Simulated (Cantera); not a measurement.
A closed system holds: 1 mol Cu, 0.13 mol CO₂, 4.3 mol CO, equilibrated at 827 °C and 1 atm.

Method: chemical equilibrium by Gibbs-energy minimisation in Cantera with the NASA 1993 tables (ideal gas, pure condensed phases). Candidate condensed phases: C, Cu, CuO, Cu₂O; 15 gas species. Equilibrium is a limit: real reactors are often held back by kinetics, nucleation or transport.

Base state: CO 0.924, CO₂ 0.0763 (mole fractions); condensed: C(graphite) + Cu(s).

### Question
What changes in the equilibrium state with this change: pressure from 1 atm to 13.3 mbar?

### Answer
```json
[
 {"species": "CO", "before": "0.924", "after": "0.971"},
 {"species": "CO₂", "before": "0.0763", "after": "0.0293"},
 {"species": "C(graphite), mol", "before": "0.193", "after": "0"},
 {"species": "Cu(s), mol", "before": "1.00", "after": "1.00"}
]
```
